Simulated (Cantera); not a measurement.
Input: 1 mol SiH2Cl2, 160 mol N2, held at 1648.15 K and 3.80 mbar.

Equilibrium computed with Cantera from the NASA thermochemical tables; the gas is ideal and each condensed phase is pure. Candidate condensed phases: NH4Cl, Si, Si3N4; 28 gas species. The tables' values for SiCl, SiCl3 are old estimates; treat these amounts as uncertain. Kinetics and transport are ignored.

Base state: N2 0.988, H2 0.00417, SiCl2 0.00415, HCl 0.00392, H 9.34e-5, Cl 6.89e-5, Si 2.15e-5, SiCl 1.87e-5 (mole fractions); condensed: Si3N4(s).

Problem. What changes in the equilibrium state with this change: temperature from 1648.15 K to 1000 K?

Solution. 
```json
[
 {"species": "N2", "before": "0.988", "after": "0.988"},
 {"species": "HCl", "before": "0.00392", "after": "0.0103"},
 {"species": "H2", "before": "0.00417", "after": "0.00103"},
 {"species": "SiCl2", "before": "0.00415", "after": "4.71e-7"},
 {"species": "SiCl4", "before": "1.41e-7", "after": "0.000511"},
 {"species": "H", "before": "9.34e-5", "after": "1.18e-9"},
 {"species": "Si", "before": "2.15e-5", "after": "<1e-9"},
 {"species": "Si3N4(s), mol", "before": "0.106", "after": "0.306"}
]
```
N2 is the only nitrogen source here; it is nearly inert below about 1500 K, so the nitride shown seldom forms there in practice.

Problem. What changes in the equilibrium state with this change: temperature from 1648.15 K to 1273.15 K?

Solution. 
```tsv
species	before	after
N2	0.988	0.988
HCl	0.00392	0.0103
H2	0.00417	0.00104
SiCl2	0.00415	0.000426
Si	2.15e-5	<1e-9
SiCl	1.87e-5	1.07e-9
Si3N4(s), mol	0.106	0.292
```
N2 is the only nitrogen source here; it is nearly inert below about 1500 K, so the nitride shown seldom forms there in practice. The tables' values for SiCl3 are old estimates; treat these amounts as uncertain.

Problem. What changes in the equilibrium state with this change: temperature from 1648.15 K to 1573 K?

Solution. 
```tsv
species	before	after
N2	0.988	0.988
HCl	0.00392	0.00522
H2	0.00417	0.00355
SiCl2	0.00415	0.00350
Si	2.15e-5	1.95e-6
SiCl	1.87e-5	4.25e-6
H	9.34e-5	3.93e-5
SiCl3	1.63e-5	3.01e-5
Cl	6.89e-5	4.59e-5
Si3N4(s), mol	0.106	0.143
```
The tables' values for SiCl3 are old estimates; treat these amounts as uncertain.
